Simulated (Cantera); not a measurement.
An adiabatic, constant-pressure homogeneous reactor starts with CH4 : CO : O2 : N2 = 1 : 0.24 : 1.01 : 3.8 (molar parts), equivalence ratio 2.1, at 1400 K and 248 Torr. Integrator tolerance rtol = 1e-08.

Computed with Cantera and GRI-Mech 3.0 (53 species, 325 reactions).

**Question.** What does this change do: pressure from 248 Torr to 760 Torr?

**Answer.** 
| quantity | before | after |
|---|---|---|
| time of steepest temperature rise | 12.3 ms | 5.70 ms |
| temperature at 0.700 s | 2388 K | 2414 K |
| equilibrium temperature | 2388 K | 2414 K |
| x(CH4) at 0.700 s | 2.67e-12 (gas-phase equilibrium 2.99e-12) | 2.29e-11 (gas-phase equilibrium 2.57e-11) |
| x(CO) at 0.700 s | 0.154 (gas-phase equilibrium 0.154) | 0.155 (gas-phase equilibrium 0.155) |
| x(O2) at 0.700 s | 2.15e-5 (gas-phase equilibrium 2.15e-5) | 9.19e-6 (gas-phase equilibrium 9.19e-6) |
| x(CH2) at 0.700 s | <1e-12 (gas-phase equilibrium <1e-12) | 1.24e-12 (gas-phase equilibrium 1.36e-12) |
| x(C2H6) at 0.700 s | <1e-12 (gas-phase equilibrium <1e-12) | <1e-12 (gas-phase equilibrium <1e-12) |
| x(CH2CO) at 0.700 s | <1e-12 (gas-phase equilibrium <1e-12) | <1e-12 (gas-phase equilibrium <1e-12) |
| x(C2H2) at 0.700 s | <1e-12 (gas-phase equilibrium <1e-12) | <1e-12 (gas-phase equilibrium <1e-12) |

**Question.** What does this change do: pressure from 248 Torr to 750 Torr?

**Answer.** 
| quantity | before | after |
|---|---|---|
| time of steepest temperature rise | 12.3 ms | 5.75 ms |
| temperature at 0.700 s | 2388 K | 2414 K |
| equilibrium temperature | 2388 K | 2414 K |
| x(CH4) at 0.700 s | 2.67e-12 (gas-phase equilibrium 2.99e-12) | 2.23e-11 (gas-phase equilibrium 2.50e-11) |
| x(CO) at 0.700 s | 0.154 (gas-phase equilibrium 0.154) | 0.155 (gas-phase equilibrium 0.155) |
| x(O2) at 0.700 s | 2.15e-5 (gas-phase equilibrium 2.15e-5) | 9.28e-6 (gas-phase equilibrium 9.28e-6) |
| x(CH2) at 0.700 s | <1e-12 (gas-phase equilibrium <1e-12) | 1.22e-12 (gas-phase equilibrium 1.34e-12) |
| x(C2H6) at 0.700 s | <1e-12 (gas-phase equilibrium <1e-12) | <1e-12 (gas-phase equilibrium <1e-12) |
| x(CH2CO) at 0.700 s | <1e-12 (gas-phase equilibrium <1e-12) | <1e-12 (gas-phase equilibrium <1e-12) |
| x(C2H2) at 0.700 s | <1e-12 (gas-phase equilibrium <1e-12) | <1e-12 (gas-phase equilibrium <1e-12) |
